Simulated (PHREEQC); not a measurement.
Model water analysis in mg/kgw, 29 °C, pH 7.02, pe -0.5:

| constituent | mg/kgw |
|---|---|
| Na | 103 |
| K | 3.11 |
| Ca | 311 |
| Mg | 26.6 |
| Cl | 569 |
| S(6) as SO4 | 239 |
| Alkalinity as HCO3 | 50.2 |
| Fe(2) | 0.216 |
| Br | 43.7 |
| N(-3) as NH4 | 0.106 |

Valence states are taken as typed.

Computed with PHREEQC (ion-association model, wateq4f.dat).

| Item | Result |
|---|---|
| ionic strength | 0.0304 mol/kgw |
| charge-balance error | -0.3 % |

```
species  molality  activity   log γ
-------  --------  --------  ------
Cl-        0.0160    0.0135  -0.074
Ca+2      0.00704   0.00375  -0.273
Na+       0.00446   0.00379  -0.071
SO4-2     0.00167  0.000878  -0.279
Mg+2     0.000970  0.000526  -0.266
HCO3-    0.000771  0.000659  -0.068
CaSO4    0.000678  0.000682   0.003
Br-      0.000547  0.000464  -0.072
CO2      0.000134  0.000135   0.003
MgSO4    0.000119  0.000120   0.003
```

Precipitation was switched off in this run. Species that the database lacks are ignored.
